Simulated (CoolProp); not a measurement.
Vapour-liquid equilibrium of R113 (1) + ethanol (2) at 432.5 K; x and y are mole fractions of (1).

Values from CoolProp's multi-fluid Helmholtz-energy mixture model, Marx 1992 and Schroeder 2014; pair parameters Bell 2016.

```tsv
x	bubble pressure (bar)	y at the bubble point	dew pressure at overall composition x (bar)	liquid density (mol/L)
0.05	14.33	0.153	12.97	13.00
0.125	16.37	0.285	13.95	11.95
0.2	17.66	0.363	15.03	11.02
0.275	18.46	0.415	16.21	10.18
0.35	18.97	0.455	17.45	9.449
0.425	19.28	0.489	18.60	8.804
0.5	19.43	0.523	19.34	8.244
0.575	19.44	0.559	19.40	7.764
0.65	19.28	0.600	18.89	7.360
0.725	18.90	0.649	18.05	7.024
0.8	18.24	0.710	17.06	6.746
0.875	17.21	0.789	16.03	6.517
0.95	15.71	0.899	15.03	6.326
```

y crosses x between x = 0.5 and 0.575: the model has an azeotrope there.

The pair parameters rest on a limited set of measurements; away from them the model extrapolates.
